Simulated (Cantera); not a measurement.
Standard-state values (1 bar) from the NASA 1993 polynomials, evaluated with Cantera. Values are per mole of reaction as written; species without (g) are pure solids or liquids, kept so even where they would boil at 1 bar.

CS2(g) ⇌ 2 S + C, with ΔH° = -116.9 kJ and ΔS° = -168.1 J/K at 300 K.

Q: How far is the shortcut ΔG° ≈ ΔH°(300 K) − T·ΔS°(300 K) from the full temperature-dependent value at 425, 475, 525, 575, 625, 675, 725 K?

A: 
| T (K) | shortcut (kJ) | full (kJ) | difference (kJ) | difference in log10 K | condensed phases |
|---|---|---|---|---|---|
| 425 | -45.5 | -46.2 | 0.7 | -0.09 | S(l), C(graphite) |
| 475 | -37.1 | -38.7 | 1.6 | -0.18 | S(l), C(graphite) |
| 525 | -28.7 | -31.5 | 2.8 | -0.28 | S(l), C(graphite) |
| 575 | -20.3 | -24.5 | 4.2 | -0.38 | S(l), C(graphite) |
| 625 | -11.9 | -17.6 | 5.7 | -0.48 | S(l), C(graphite) |
| 675 | -3.5 | -10.9 | 7.4 | -0.57 | S(l), C(graphite) |
| 725 | 4.9 | -4.2 | 9.1 | -0.66 | S(l), C(graphite) |
The shortcut ignores heat capacities and the phase changes listed.
